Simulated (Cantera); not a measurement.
A closed system holds: 1 mol PbO, 31 mol H2, at 750 °C and 1 atm.

These are equilibrium values from Cantera (NASA tables, ideal gas, pure condensed phases), not measurements of a reactor. Candidate condensed phases: H2O, Pb, PbO, PbO2, Pb3O4; 12 gas species. Rates play no part.

Base state: H2 0.968, H2O 0.0323, Pb 2.63e-5 (mole fractions); condensed: Pb(l).

Problem. What changes in the equilibrium state with this change: pressure from 1 atm to 0.0133 bar?

Solution. 
```json
[
 {"species": "H2", "before": "0.968", "after": "0.966"},
 {"species": "H2O", "before": "0.0323", "after": "0.0322"},
 {"species": "Pb", "before": "2.63e-5", "after": "0.00200"},
 {"species": "Pb(l), mol", "before": "0.999", "after": "0.938"}
]
```
